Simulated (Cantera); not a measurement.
Input (Python, Cantera) and output of one run.

```python
import numpy as np
import cantera as ct

gas_names = """
    H HO2 H2 H2O H2O2 O OH O2 O3 V VO VO2
""".split()
cond_names = """
    H2O(s) H2O(L) V(cr) V(L) VO(s) VO(L) V2O3(s) V2O3(L) V2O4(I) V2O4(II) V2O4(L) V2O5(s) V2O5(L)
""".split()


def load(file, names, dense=False):
    # The tables refer to 1 bar. Condensed volumes are neglected.
    table = {s.name: s for s in ct.Species.list_from_file(file)}
    out = []
    for n in names:
        d = dict(table[n].input_data)
        d["thermo"] = dict(d["thermo"], **{"reference-pressure": 1e5})
        if dense:
            d["equation-of-state"] = {"model": "constant-volume", "density": "1e6 g/cm^3"}
        out.append(ct.Species.from_dict(d))
    return out


gas = ct.Solution(thermo="ideal-gas", species=load("nasa_gas.yaml", gas_names))
cond = {s.name: ct.Solution(thermo="fixed-stoichiometry", species=[s], name=s.name)
        for s in load("nasa_condensed.yaml", cond_names, dense=True)}
atoms = {
    'V2O5': {'V': 2, 'O': 5},
    'H2': {'H': 2},
    'H2O': {'H': 2, 'O': 1},
}
top_T = {}  # K; cautious upper limits of use, not melting points


def equilibrate(T, P, feed):
    n = {}
    for name, mol in feed.items():
        for a, k in atoms[name].items():
            n[a] = n.get(a, 0.0) + k * mol
    gas.TPX = T, P, n
    mass = sum(n.values()) * gas.mean_molecular_weight
    gas.equilibrate("TP")
    valid = [c for c in cond.values() if c.min_temp <= T <= top_T.get(c.name, c.max_temp)]
    mix = ct.Mixture([(gas, mass / gas.mean_molecular_weight)] + [(c, 0.0) for c in valid])
    mix.T, mix.P = T, P
    mix.equilibrate("TP", solver="vcs", rtol=1e-11, max_steps=5000)
    return mix


results = []
feed = {'V2O5': 1, 'H2': 0.79, 'H2O': 0.94}  # mol
T = 1475  # K
P = 10000  # Pa
mix = equilibrate(T, P, feed)
results.append((T, P, feed, dict(zip(mix.species_names, mix.species_moles))))
print(gas.report(threshold=0.0001))
for i in range(1, mix.n_phases):
    print(f"{mix.phase(i).name:16s} {mix.phase_moles(i):12.5e} mol")
```

It prints:

```
       temperature   1475 K
          pressure   10000 Pa
           density   0.015341 kg/m^3
  mean mol. weight   18.814 kg/kmol
   phase of matter   gas

                          1 kg             1 kmol
                     ---------------   ---------------
          enthalpy       -9.6362e+06       -1.8129e+08  J
   internal energy       -1.0288e+07       -1.9356e+08  J
           entropy             14420         2.713e+05  J/K
    Gibbs function       -3.0906e+07       -5.8147e+08  J
 heat capacity c_p            2469.6             46463  J/K
 heat capacity c_v            2027.7             38149  J/K

                      mass frac. Y      mole frac. X     chem. pot. / RT
                     ---------------   ---------------   ---------------
               H2O           0.90255           0.94257           -48.298
                OH        0.00022351        0.00024725           -32.372
                O2           0.09722          0.057162           -32.893
     [   +9 minor]        6.1298e-06        1.9758e-05

V(cr)             0.00000e+00 mol
VO(s)             0.00000e+00 mol
V2O3(s)           0.00000e+00 mol
V2O4(II)          1.00000e+00 mol
V2O5(L)           0.00000e+00 mol
```

Method: chemical equilibrium by Gibbs-energy minimisation in Cantera with the NASA 1993 tables (ideal gas, pure condensed phases). Condensed phases not in the tables: the oxides between V2O3 and V2O5 other than VO2.
